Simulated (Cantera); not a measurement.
Equilibrium for silicon etching in halogen gases: Si + F₂ + N₂

A closed system holds: 1 mol Si, 6.6 mol F₂, a varied amount of N₂, equilibrated at 975 °C and 0.00900 bar.

These are equilibrium values from Cantera (NASA tables, ideal gas, pure condensed phases), not measurements of a reactor. Candidate condensed phases: Si, Si₃N₄; 16 gas species. Rates play no part.

| n(N₂) (mol) | log p F | log p N₂ | log p SiF₄ | log p F₂ | log p NF₃ | log p NF₂ |
|---|---|---|---|---|---|---|
| 0.4 | -2.11 | -3.46 | -3.07 | -3.93 | -9.35 | -9.69 |
| 0.68 | -2.13 | -3.24 | -3.08 | -3.95 | -9.27 | -9.60 |
| 1.1 | -2.14 | -3.05 | -3.09 | -3.99 | -9.22 | -9.54 |
| 1.9 | -2.17 | -2.85 | -3.12 | -4.04 | -9.21 | -9.49 |
| 3.2 | -2.22 | -2.66 | -3.17 | -4.13 | -9.25 | -9.49 |
| 5.5 | -2.28 | -2.50 | -3.24 | -4.27 | -9.37 | -9.55 |
| 9.2 | -2.38 | -2.37 | -3.33 | -4.45 | -9.58 | -9.66 |
| 15 | -2.49 | -2.27 | -3.45 | -4.68 | -9.87 | -9.84 |
| 26 | -2.64 | -2.19 | -3.60 | -4.99 | -10.30 | -10.11 |
| 44 | -2.82 | -2.14 | -3.78 | -5.34 | -10.79 | -10.43 |
log p: log10 of the partial pressure in bar; nothing condenses.

From 0.4 mol N₂ to 44 mol N₂ nothing is condensed. The main Si-bearing gas is SiF₄ throughout.
